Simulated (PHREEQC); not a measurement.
Consider water at 25 °C with 2 mmol/kgw K2SO4, 120 mmol/kgw NiCl2 and 61 mmol/kgw NaBr. Closed to the air; pH follows from the charge balance.

Computed with PHREEQC (ion-association model, wateq4f.dat).

| Item | Result |
|---|---|
| pH | 5.71 |
| ionic strength | 0.372 mol/kgw |
| activity of water | 0.992 |

```tsv
species	molality	activity	log γ
Cl-	0.217	0.144	-0.177
Ni+2	0.0958	0.0273	-0.545
Na+	0.0609	0.0437	-0.145
Br-	0.0561	0.0410	-0.136
NiCl+	0.0135	0.00989	-0.136
NiBr+	0.00485	0.00354	-0.136
NiCl2	0.00476	0.00518	0.037
K+	0.00399	0.00266	-0.177
NiSO4	0.00102	0.00112	0.037
SO4-2	0.000906	0.000209	-0.636
NaSO4-	6.46e-5	4.58e-5	-0.149
```

This is a speciation only: nothing precipitates in the calculation.
